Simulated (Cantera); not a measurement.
Input: 1 mol (CH3)2SiCl2, 0.0054 mol C3H8, 2.2 mol H2, at 3.53 Torr.

Method: chemical equilibrium by Gibbs-energy minimisation in Cantera with the NASA 1993 tables (ideal gas, pure condensed phases). Candidate condensed phases: C, C6H6, C7H8, C8H18, Si, SiC; 109 gas species. The feed counts by its element totals alone. The tables' values for SiCl3 are old estimates; treat these amounts as uncertain. The numbers say what is thermodynamically allowed, not how fast it happens.

At 1548 K, list the 4 most abundant gas species with their mole fractions, and the condensed phases.

H2 0.683, HCl 0.312, SiCl2 0.00415, H 0.000371. Condensed: C(graphite) + SiC(s).
